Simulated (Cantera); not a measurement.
Input: 1 mol Pb, 1.1 mol H2, equilibrated at 1000 K and 77.0 mbar.

Cantera equilibrium calculation (NASA polynomials, part measured and part estimated; ideal gas, pure solids and liquids). Candidate condensed phases: Pb; 4 gas species. Rates play no part.

Base state: H2 1.000, Pb 0.000210 (mole fractions); condensed: Pb(l).

Task: What changes in the equilibrium state with this change: Pb replaced by Fe(CO)5?

Result: 
```json
[
 {"species": "CO", "before": "0", "after": "0.787"},
 {"species": "H2", "before": "1.000", "after": "0.181"},
 {"species": "CO2", "before": "0", "after": "0.0271"},
 {"species": "Pb", "before": "0.000210", "after": "0"},
 {"species": "H2O", "before": "0", "after": "0.00434"},
 {"species": "CH4", "before": "0", "after": "0.000241"},
 {"species": "Pb(l), mol", "before": "1.000", "after": "0"},
 {"species": "C(graphite), mol", "before": "0", "after": "0.184"},
 {"species": "Fe(α), mol", "before": "0", "after": "1.00"}
]
```
Condensed phases not in the tables: cementite and carbon dissolved in iron. Further candidate phases: C, C6H6, C7H8, C8H18, Fe, Fe(CO)5, FeO, Fe(OH)2, Fe(OH)3, Fe2O3, Fe3O4, H2O.
